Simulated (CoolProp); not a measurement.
The fluid at 383.69 K and 0.527 MPa is throttled through a valve to 0.0299 MPa with no heat exchange. The same conditions are run with several fluids, on thermodynamics alone (safety and materials aside).

The numbers come from the reference Helmholtz-energy equation of state of each fluid (octamethylcyclotetrasiloxane (D4): Thol 2015; p-xylene: Zhou 2012; n-octane: Beckmüller 2019; dodecamethylpentasiloxane (MD3M): Thol 2019; m-xylene: Zhou 2012) in CoolProp.

```csv
fluid,temperature change (K),final phase,final density (kg/m³)
octamethylcyclotetrasiloxane (D4),+0.1,liquid,(withheld)
p-xylene,(withheld),(withheld),(withheld)
n-octane,(withheld),(withheld),6.28
dodecamethylpentasiloxane (MD3M),+0.2,liquid,786
m-xylene,-11.8,"two-phase, vapour fraction 0.065",(withheld)
```

### Question
Fill in the missing entries.

### Answer

- octamethylcyclotetrasiloxane (D4), final density (kg/m³): 850
- p-xylene, temperature change (K): -12.6
- p-xylene, final phase: two-phase, vapour fraction 0.071
- p-xylene, final density (kg/m³): 14.6
- n-octane, temperature change (K): -23.7
- n-octane, final phase: two-phase, vapour fraction 0.185
- m-xylene, final density (kg/m³): 15.7
